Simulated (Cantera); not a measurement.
Charge: 1 mol SiC, 0.36 mol CO2, 330 mol H2, 0.075 mol N2O, equilibrated at 100 Pa.

These are equilibrium values from Cantera (NASA tables, ideal gas, pure condensed phases), not measurements of a reactor. Candidate condensed phases: C, C6H6, C7H8, C8H18, H2O, Si, SiC, SiO2, Si2N2O, Si3N4; 151 gas species. Rates play no part.

x: gas mole fraction; n: condensed amount in mol.

```csv
T (°C),x H2,x H,x CO,x Si,n SiC(s)
1152,0.997,0.000215,0.00174,1.41e-7,0.782
1202,0.997,0.000410,0.00174,5.55e-7,0.782
1252,0.997,0.000747,0.00175,1.99e-6,0.782
1302,0.996,0.00131,0.00175,6.59e-6,0.781
1352,0.995,0.00223,0.00175,2.01e-5,0.778
1402,0.994,0.00366,0.00177,5.66e-5,0.771
1452,0.991,?,0.00181,?,0.755
1502,0.988,0.00910,0.00190,0.000331,0.720
1552,0.983,?,0.00205,?,?
1602,0.976,0.0205,0.00221,0.00101,0.583
1652,0.966,0.0297,0.00229,0.00140,0.468
1702,0.953,0.0422,0.00231,0.00206,0.224
```

Problem. Fill in the missing entries.

Solution. 
- 1552, x H: 0.0138
- 1552, x Si: 0.000640
- 1552, n SiC(s): 0.661
- 1452, x H: 0.00585
- 1452, x Si: 0.000145
